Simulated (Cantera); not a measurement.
A closed system holds: 1 mol Si(CH3)4, 0.53 mol C2H4, 58 mol H2, 0.5 mol CH4, held at 0.0820 bar.

Cantera equilibrium calculation (NASA polynomials, part measured and part estimated; ideal gas, pure solids and liquids). Candidate condensed phases: C, C6H6, C7H8, C8H18, Si, SiC; 87 gas species. Gases not in the tables: Si2H6 and higher silanes. Kinetics and transport are ignored.

### Question
What share of the Si ends up in condensed phases as a function of T (K), at 973, 1173, 1373, 1573, 1773, 1973, 2173, 2373, 2573?

### Answer
```csv
T (K),Si condensed (%),as
973,100.0,SiC(s)
1173,100.0,SiC(s)
1373,100.0,SiC(s)
1573,100.0,SiC(s)
1773,100.0,SiC(s)
1973,99.8,SiC(s)
2173,96.8,SiC(s)
2373,62.0,SiC(s)
2573,0.0,-
```
